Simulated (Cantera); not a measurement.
Input: 1 mol AlN, 0.68 mol H2O, 0.77 mol N2, equilibrated at 1475 °C and 3.20 mbar.

Method: chemical equilibrium by Gibbs-energy minimisation in Cantera with the NASA 1993 tables (ideal gas, pure condensed phases). Mutual solubility and eutectic melting of coexisting phases are not modelled. Equilibrium is a limit: real reactors are often held back by kinetics, nucleation or transport.

| species | before | after |
|---|---|---|
| N2 | 0.593 | 0.870 |
| H2 | 0.403 | 0.128 |
| H | 0.00257 | 0.00145 |
| Al | 0.000614 | 0.000507 |
| AlH | 1.16e-5 | 5.40e-6 |
| Al2O | 0.000151 | 0.000117 |
| AlN(s), mol | 0.545 | 0.919 |
| Al2O3(s), mol | 0.227 | 0.0400 |
Gas species are given as mole fractions.

Q: Name the change that produced these shifts.
A. temperature from 1475 °C to 777 °C
B. temperature from 1475 °C to 825 °C
C. temperature from 1475 °C to 625 °C
D. H2O from 0.68 to 0.12 mol

A: D, H2O from 0.68 to 0.12 mol
